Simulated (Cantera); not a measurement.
An isothermal, constant-pressure homogeneous reactor starts with 0.288 % H2, 38.4 % O2, 61.4 % N2, equivalence ratio 0.0037, at 1473 K and 1200 Pa.

Cantera simulation using GRI-Mech 3.0 (53 species, 325 reactions); the numbers are that mechanism's predictions, not measurements. Radical loss at walls, strong at low pressure, is not modelled.

Q: Predict: x(H2) at 200 s; x(O2) at 200 s; x(H2O) at 200 s; x(HO2) at 200 s; x(H) at 200 s; x(NO) at 200 s.

A: 
```
Item                                              Result
---------------  ---------------------------------------
x(H2) at 200 s   5.57e-8 (gas-phase equilibrium 5.57e-8)
x(O2) at 200 s       0.383 (gas-phase equilibrium 0.382)
x(H2O) at 200 s  0.00286 (gas-phase equilibrium 0.00286)
x(HO2) at 200 s  1.40e-8 (gas-phase equilibrium 1.40e-8)
x(H) at 200 s    2.75e-8 (gas-phase equilibrium 2.75e-8)
x(NO) at 200 s   1.71e-6 (gas-phase equilibrium 0.00128)
```
